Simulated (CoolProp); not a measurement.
A single-stage vapour-compression cycle with CH3F (R41): evaporating at 222.15 K (dew point), condensing at 278.15 K (bubble point), superheat 0 K, subcooling 2 K, compressor efficiency 0.8, no pressure losses. Each further row changes one setting.

Computed with CoolProp (reference Helmholtz-energy equation of state, Lemmon 2006). It is a short technical equation, of lower accuracy than the large ones.

```tsv
case	cooling COP	pressure ratio	discharge temperature (K)	refrigerating effect (kJ/kg)	volumetric capacity (kJ/m³)
as stated	?	6.25	358.4	320	2430
evaporating temperature 227.15 K	2.67	5.11	348.1	?	?
condensing temperature 273.15 K	2.65	5.47	347.0	333	2530
subcooling 7 K	?	6.25	358.4	333	2530
superheat 10 K	2.27	6.25	?	333	2380
compressor efficiency 0.7	?	6.25	372.2	320	2430
```

Problem. Complete the blanks.

Solution. 
- as stated, cooling COP: 2.32
- evaporating temperature 227.15 K, refrigerating effect (kJ/kg): 322
- evaporating temperature 227.15 K, volumetric capacity (kJ/m³): 2970
- subcooling 7 K, cooling COP: 2.42
- superheat 10 K, discharge temperature (K): 374.2
- compressor efficiency 0.7, cooling COP: 2.03
